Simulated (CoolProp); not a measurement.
CH3F (R41) along the isotherm 349.7 K: density (kg/m³) from the reference equation and from simpler models built on Tc = 317.3 K, pc = 5.906 MPa, ω = 0.200; each cubic takes its own stable root.

Model: reference Helmholtz-energy equation of state, Lemmon 2006, in CoolProp. It is a short technical equation, of lower accuracy than the large ones.

```
p (MPa)  phase  reference
-------  -----  ---------
0.197      gas      2.328
0.394      gas      4.702
0.591      gas      7.123
0.787      gas      9.582
0.984      gas      12.10
1.18       gas      14.67
1.38       gas      17.34
1.57       gas      19.93
1.77       gas      22.73
1.97       gas      25.58
2.17       gas      28.51
2.36       gas      31.36
2.56       gas      34.44
2.76       gas      37.59
2.95       gas      40.66
```

How far does each simpler model (Soave-Redlich-Kwong, Peng-Robinson) lie from the reference over these 15 states: mean and median of the absolute difference, and the worst?


- Soave-Redlich-Kwong: mean 1.1 %, median 1.1 %, worst -2.2 % at 349.7 K and 2.95 MPa
- Peng-Robinson: mean 0.2 %, median 0.2 %, worst -0.4 % at 349.7 K and 2.95 MPa
